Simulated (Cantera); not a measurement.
Charge: 1 mol Si, a varied amount of Br2, held at 5.80 mbar.

These are equilibrium values from Cantera (NASA tables, ideal gas, pure condensed phases), not measurements of a reactor. Candidate condensed phases: Br2, Si; 9 gas species. The tables' values for SiBr3 are old estimates. Kinetics and transport are ignored.

Stable condensed phases, one row left out:

```
T in K \ n(Br2) in mol
         0.54 0.68 0.85  1.1  1.4  1.7  2.1  2.7  3.4  4.2  5.3  6.7  8.4
   1673     A    A    A    B    B    B    B    B    B    B    B    B    B
   1573     A    A    A    B    B    B    B    B    B    B    B    B    B
   1473     A    A    A    B    B    B    B    B    B    B    B    B    B
   1373     A    A    A    A    B    B    B    B    B    B    B    B    B
   1173     A    A    A    A    A    A    B    B    B    B    B    B    B
   1073     A    A    A    A    A    A    B    B    B    B    B    B    B
    973     A    A    A    A    A    A    B    B    B    B    B    B    B
    873     A    A    A    A    A    A    B    B    B    B    B    B    B
    773     A    A    A    A    A    A    B    B    B    B    B    B    B
    673     A    A    A    A    A    A    B    B    B    B    B    B    B
```

A: Si; B: gas only.

Question: Give the row for 1273 K.

Answer: 0.54: Si; 0.68: Si; 0.85: Si; 1.1: Si; 1.4: gas only; 1.7: gas only; 2.1: gas only; 2.7: gas only; 3.4: gas only; 4.2: gas only; 5.3: gas only; 6.7: gas only; 8.4: gas only.
